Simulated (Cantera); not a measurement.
**Abatement and gas-phase synthesis: H₂S + O₂**

Feed: 1 mol H₂S, 3.8 mol O₂, equilibrated at 0.110 bar.

These are equilibrium values from Cantera (NASA tables, ideal gas, pure condensed phases), not measurements of a reactor. Candidate condensed phases: H₂O, H₂SO₄, S; 34 gas species. Ions and electrons are included (thermal ionisation). Rates play no part.

```csv
T (K),x O,x O₂,x H,x SO₂,x OH,x S,x H₂O,x SO,x H₂
3000,0.202,0.349,0.0659,0.137,0.0958,0.00291,0.0839,0.0437,0.0192
3500,0.523,0.124,0.168,0.0214,0.0476,0.0357,0.00549,0.0646,0.00892
4000,0.680,0.0230,0.186,0.000726,0.00974,0.0796,0.000134,0.0187,0.00149
4500,0.710,0.00448,0.188,2.30e-5,0.00224,0.0914,5.53e-6,0.00371,0.000324
5000,0.715,0.00115,0.188,1.26e-6,0.000667,0.0935,4.13e-7,0.000905,9.43e-5
```
x: gas mole fraction; nothing condenses.

From 3000 K to 5000 K nothing is condensed.
